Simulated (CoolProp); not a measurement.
Aqueous calcium chloride as a coolant, at -4 °C, 1 atm.

Model: Melinder's fits for secondary coolants, in CoolProp.

```
mass %  freezing point (°C)  Prandtl number  viscosity (mPa s)  conductivity (W/(m K))  cp (kJ/(kg K))
------  -------------------  --------------  -----------------  ----------------------  --------------
9                      -5.0            16.3               2.47                   0.550           3.622
11.4                   -7.1            16.7               2.63                   0.548           3.480
13.8                   -9.6            17.4               2.83                   0.546           3.346
16.2                  -12.6            18.2               3.08                   0.544           3.220
18.6                  -16.0            19.4               3.38                   0.541           3.105
21                    -20.0            20.9               3.75                   0.539           3.002
23.4                  -25.0            22.9               4.21                   0.536           2.911
25.8                  -31.4            25.5               4.79                   0.533           2.831
28.2                  -39.8            28.9               5.55                   0.530           2.759
```
